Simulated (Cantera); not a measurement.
**Low-pressure radical oxidation in H2/O2**

An isothermal, constant-pressure homogeneous reactor starts with 0.606 % H2, 68.1 % O2, 31.3 % N2, equivalence ratio 0.0044, at 1125 K and 2670 Pa.

Computed with Cantera and the H2/O2 subset of GRI-Mech 3.0, which has no nitrogen chemistry. Radical loss at walls, strong at low pressure, is not modelled.

```csv
t (s),x H2,x O2,x HO2,x H,x H2O
2.00e-5,0.00606,0.681,3.34e-11,2.69e-11,<1e-12
0.000112,0.00606,0.681,1.89e-10,7.87e-11,1.65e-11
0.000632,0.00606,0.681,1.07e-9,2.96e-10,1.11e-9
0.00356,0.00606,0.681,1.41e-8,7.39e-8,7.31e-7
0.0200,2.42e-5,0.676,1.46e-6,0.000195,0.00577
0.112,5.97e-6,0.679,7.77e-7,2.79e-5,0.00597
0.632,4.31e-7,0.680,1.70e-7,5.80e-7,0.00605
3.56,2.20e-8,0.680,1.81e-8,7.30e-9,0.00607
20.0,1.76e-9,0.680,2.16e-9,1.76e-10,0.00608
```
x: mole fraction; the columns are a selection and need not sum to one.

Equilibrium at this temperature and pressure: H2 1.10e-10, O2 0.680, HO2 1.32e-9, H 2.87e-12, H2O 0.00608 (gas phase only).
